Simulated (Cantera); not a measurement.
Charge: 1 mol Si3H8, 0.019 mol Cl2, 3.7 mol N2, equilibrated at 1450 K and 18.0 mbar.

Equilibrium computed with Cantera from the NASA thermochemical tables; the gas is ideal and each condensed phase is pure. Candidate condensed phases: NH4Cl, Si, Si3N4; 28 gas species. The feed counts by its element totals alone. N2 is the only nitrogen source here; it is nearly inert below about 1500 K, so the nitride shown seldom forms there in practice. Kinetics and transport are ignored.

Q: What is the equilibrium state?

A: 
```
Property                              Value
--------------------------------  ---------
x(H2)                                 0.696
x(N2)                                 0.297
x(HCl)                              0.00664
x(H)                                5.88e-5
x(SiCl2)                            4.24e-6
n(Si3N4(s))                       1.000 mol
gas amount                        5.719 mol
log10 activity of Si(s) (absent)      -1.66
```
